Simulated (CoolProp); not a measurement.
Vapour-liquid equilibrium of methanol (1) + acetone (2) at 2790 kPa; x and y are mole fractions of (1).

Model: multi-fluid Helmholtz-energy mixture model, de Reuck 1993 and Lemmon 2006; pair parameters Bell 2016, in CoolProp.

```tsv
x	bubble temperature, mixture model (°C)	bubble temperature, Raoult's law (°C)	y, mixture model	y, Raoult's law
0.05	198.4	199.3	0.068	0.071
0.2	192.6	195.5	0.251	0.265
0.35	188.3	192.1	0.411	0.434
0.5	185.1	189.2	0.552	0.586
0.65	183.0	186.5	0.683	0.722
0.8	181.7	184.1	0.812	0.848
0.95	181.3	182.0	0.950	0.963
```

The largest gap from Raoult's law is -4.1 K in bubble temperature, at x = 0.5. No azeotrope shows between x = 0.05 and 0.95.

Pair parameters are fitted to limited data, so mixtures are less certain than the pure fluids.
